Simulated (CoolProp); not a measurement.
CH2F2 (R32) at several states: Z from the reference equation and from simpler models built on Tc = 78.1 °C, pc = 5.783 MPa, ω = 0.277; each cubic takes its own stable root.

Values from CoolProp's reference Helmholtz-energy equation of state, Tillner-Roth 1997.

```tsv
T (°C)	p (MPa)	phase	reference
116.95	0.636	gas	0.9704
-99.45	0.0539	liquid	0.001451
134.95	0.0102	gas	0.9996
85.65	11.5	supercritical	0.2702
-89.75	17.1	liquid	0.4380
```

### Question
How far does each simpler model (van der Waals, Redlich-Kwong, Soave-Redlich-Kwong, Peng-Robinson) lie from the reference over these 5 states: mean and median of the absolute difference, and the worst?

### Answer
- van der Waals: mean 13602.4 %, median 59.5 %, worst +67860.0 % at -99.45 °C and 0.0539 MPa
- Redlich-Kwong: mean 19.6 %, median 32.1 %, worst +33.0 % at -99.45 °C and 0.0539 MPa
- Soave-Redlich-Kwong: mean 18.9 %, median 29.5 %, worst +34.6 % at 85.65 °C and 11.5 MPa
- Peng-Robinson: mean 10.5 %, median 15.3 %, worst +21.7 % at 85.65 °C and 11.5 MPa

At some of these states van der Waals gives the other phase, because its saturation line lies elsewhere.
